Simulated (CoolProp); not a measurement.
The fluid at 237.83 K and 0.567 MPa is throttled through a valve to 0.301 MPa with no heat exchange. The same conditions are run with several fluids, on thermodynamics alone (safety and materials aside).

Values from CoolProp's reference Helmholtz-energy equation of state of each fluid (dodecamethylpentasiloxane (MD3M): Thol 2019; n-butane: Bücker 2006; sulfur dioxide: Gao 2016; R21: Platzer 1990; R410A: Lemmon 2003). The equations of Platzer and Polt are older, rougher fits. Blends and air are pseudo-pure fits.

```csv
fluid,final density (kg/m³)
dodecamethylpentasiloxane (MD3M),?
n-butane,?
sulfur dioxide,?
R21,?
R410A,?
```

### Question
Fill in the missing entries.

### Answer

- dodecamethylpentasiloxane (MD3M), final density (kg/m³): 929
- n-butane, final density (kg/m³): 637
- sulfur dioxide, final density (kg/m³): 1530
- R21, final density (kg/m³): 1500
- R410A, final density (kg/m³): 1300
